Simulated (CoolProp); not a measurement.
Values from CoolProp's reference Helmholtz-energy equation of state, Lemmon 2005. It is a short technical equation, of lower accuracy than the large ones.

Question: Give the vapour pressure (MPa), liquid density (kg/m³), vapour density (kg/m³), enthalpy of vaporisation (kJ/kg) of saturated trans-2-butene at -46.65, 6.75 °C.

Answer: 
```tsv
T (°C)	p (MPa)	liquid density (kg/m³)	vapour density (kg/m³)	enthalpy of vaporisation (kJ/kg)
-46.65	0.0106	677	0.318	446
6.75	0.126	620	3.20	400
```
